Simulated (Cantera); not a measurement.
Charge: 1 mol B, 0.01 mol H2O, equilibrated at 502 °C and 0.133 bar.

Method: chemical equilibrium by Gibbs-energy minimisation in Cantera with the NASA 1993 tables (ideal gas, pure condensed phases). Candidate condensed phases: B, B2O3, B3O3H3, H2O; 23 gas species. Equilibrium is a limit: real reactors are often held back by kinetics, nucleation or transport.

Base state: H2 0.999, B3O3H3 0.00142 (mole fractions); condensed: B(s) + B2O3(l).

**Question.** What changes in the equilibrium state with this change: pressure from 0.133 bar to 1.40 bar?

**Answer.** 
```tsv
species	before	after
H2	0.999	0.995
B3O3H3	0.00142	0.00458
B(s), mol	0.993	0.993
B2O3(l), mol	0.00332	0.00329
```
